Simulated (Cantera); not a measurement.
A Cantera script and its output.

```python
import numpy as np
import cantera as ct

gas = ct.Solution("gri30.yaml")


def delay(T, t_max=10):
    gas.TPX = T, 31000, {'CH4': 1, 'O2': 3.92, 'N2': 14.7}
    reactor = ct.IdealGasConstPressureReactor(gas, clone=False)
    net = ct.ReactorNet([reactor])
    net.rtol, net.atol = 1e-8, 1e-16
    while net.time < t_max:
        t_old, T_old = net.time, reactor.T
        net.step()
        if reactor.T > T + 400:  # ignition: a rise of 400 K
            return t_old + (T + 400 - T_old) / (reactor.T - T_old) * (net.time - t_old)
    return np.nan


taus = []
for T in [1250, 1300, 1350, 1400, 1450, 1500]:
    taus.append(delay(T))
    print(f"T0 = {T:6g} K   tau = {taus[-1]:.4e} s")
```

It prints:

```
T0 =   1250 K   tau = 3.9194e-02 s
T0 =   1300 K   tau = 2.0074e-02 s
T0 =   1350 K   tau = 1.0895e-02 s
T0 =   1400 K   tau = 6.2754e-03 s
T0 =   1450 K   tau = 3.8265e-03 s
T0 =   1500 K   tau = 2.4537e-03 s
```

Model: GRI-Mech 3.0 (53 species, 325 reactions), integrated in Cantera.
